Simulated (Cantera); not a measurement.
Feed: 1 mol FeS, 0.093 mol SO2, 0.76 mol N2, at 750 Torr.

Method: chemical equilibrium by Gibbs-energy minimisation in Cantera with the NASA 1993 tables (ideal gas, pure condensed phases). Candidate condensed phases: Fe, FeO, FeS, FeSO4, FeS2, Fe2O3, Fe2(SO4)3, Fe3O4, S; 19 gas species. FeS: taken at fixed stoichiometry. Gases not in the tables: S3 to S7. Kinetics and transport are ignored.

Question: At 702 °C, list the 4 most abundant gas species with their mole fractions, and the condensed phases.

Answer: N2 0.890, SO2 0.106, S2 0.00360, S2O 0.000282. Condensed: FeS(s) + Fe3O4(s).
